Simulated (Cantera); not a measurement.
What does this Cantera script print?

```python
import numpy as np
import cantera as ct

gas_names = """
    ALI3
""".split()
cond_names = """
    AL(cr) AL(L) I2(cr) I2(L)
""".split()


def load(file, names, dense=False):
    # The tables refer to 1 bar. Condensed volumes are neglected.
    table = {s.name: s for s in ct.Species.list_from_file(file)}
    out = []
    for n in names:
        d = dict(table[n].input_data)
        d["thermo"] = dict(d["thermo"], **{"reference-pressure": 1e5})
        if dense:
            d["equation-of-state"] = {"model": "constant-volume", "density": "1e6 g/cm^3"}
        out.append(ct.Species.from_dict(d))
    return out


species = {s.name: s for s in load("nasa_gas.yaml", gas_names) + load("nasa_condensed.yaml", cond_names)}
# Each term lists the table entries of one substance; the one whose range holds T is used.
reactions = {
    '2 AlI3(g) = 2 Al + 3 I2':
        [(-2, ['ALI3']), (2, ['AL(cr)', 'AL(L)']), (3, ['I2(cr)', 'I2(L)'])],
}


def pick(names, T):
    return next(species[n] for n in names if species[n].thermo.min_temp <= T <= species[n].thermo.max_temp)


results = []
for label, terms in reactions.items():
    print(label)
    print("     T/K   dH/kJ  dS/(J/K)   dG/kJ   log10 K")
    for T in [398, 423, 448, 473, 498, 523, 548, 573]:
        used = [(nu, pick(names, T)) for nu, names in terms]
        dH = sum(nu * s.thermo.h(T) for nu, s in used) / 1e6
        dS = sum(nu * s.thermo.s(T) for nu, s in used) / 1e3
        dG = dH - T * dS / 1e3
        logK = -dG * 1e6 / (ct.gas_constant * T * np.log(10))
        results.append((label, T, dH, dS, dG, logK, [s.name for _, s in used]))
        print(f"{T:8g} {dH:8.1f} {dS:8.1f} {dG:8.1f} {logK:8.2f}")
```

Output:

```
2 AlI3(g) = 2 Al + 3 I2
     T/K   dH/kJ  dS/(J/K)   dG/kJ   log10 K
     398    440.9   -200.0    520.5   -68.31
     423    444.2   -192.0    525.4   -64.88
     448    447.5   -184.4    530.1   -61.81
     473    450.7   -177.3    534.6   -59.04
     498    454.0   -170.6    539.0   -56.53
     523    457.3   -164.1    543.1   -54.25
     548    460.6   -158.0    547.2   -52.15
     573    463.9   -152.2    551.0   -50.23
```

Source: NASA polynomial tables (part measured, part estimated), evaluated in Cantera. Condensed species are held in their standard states even where they would react or evaporate.
